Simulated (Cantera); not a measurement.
## Thermodynamics of silicon carbide growth, feed SiCl4 + C3H8 + H2 + HCl

Feed: 1 mol SiCl4, 0.72 mol C3H8, 87 mol H2, 0.059 mol HCl, at 1575 K.

Equilibrium computed with Cantera from the NASA thermochemical tables; the gas is ideal and each condensed phase is pure. Candidate condensed phases: C, C6H6, C7H8, C8H18, Si, SiC; 109 gas species. The numbers say what is thermodynamically allowed, not how fast it happens.

| P (Pa) | x H2 | x HCl | x CH4 | x H | x SiCl2 | x Cl | n C(graphite) | n SiC(s) |
|---|---|---|---|---|---|---|---|---|
| 100 | 0.955 | 0.0439 | 1.66e-6 | 0.00128 | 6.61e-5 | 4.70e-5 | 1.16 | 0.994 |
| 400 | 0.955 | 0.0440 | 6.64e-6 | 0.000642 | 6.61e-5 | 2.35e-5 | 1.16 | 0.994 |
| 1600 | 0.956 | 0.0440 | 2.66e-5 | 0.000321 | 6.62e-5 | 1.17e-5 | 1.16 | 0.994 |
| 6300 | 0.956 | 0.0440 | 0.000105 | 0.000162 | 6.62e-5 | 5.92e-6 | 1.15 | 0.994 |
| 25000 | 0.955 | 0.0440 | 0.000415 | 8.12e-5 | 6.62e-5 | 2.97e-6 | 1.12 | 0.994 |
| 100000 | 0.954 | 0.0441 | 0.00166 | 4.06e-5 | 6.65e-5 | 1.49e-6 | 1.01 | 0.993 |
x: gas mole fraction; n: condensed amount in mol.

From 1.00 mbar to 1.00 bar the condensed part is C(graphite) + SiC(s). The main Si-bearing gas is SiCl2 throughout.
